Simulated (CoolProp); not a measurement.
Properties of octamethyltrisiloxane (MDM) along the isotherm 407.8 K.

Model: reference Helmholtz-energy equation of state, Thol 2017, in CoolProp.

| p (MPa) | phase | density (kg/m³) | cp (kJ/(kg K)) |
|---|---|---|---|
| 0.00227 | gas | 0.1586 | 1.699 |
| 0.00431 | gas | 0.3017 | 1.700 |
| 0.00817 | gas | 0.5737 | 1.701 |
| 0.0155 | gas | 1.095 | 1.703 |
| 0.0294 | gas | 2.101 | 1.707 |
| 0.0557 | gas | 4.076 | 1.716 |
| 0.106 | liquid | 697.2 | 2.062 |
| 0.2 | liquid | 697.5 | 2.062 |
| 0.379 | liquid | 698.2 | 2.061 |
| 0.719 | liquid | 699.4 | 2.059 |
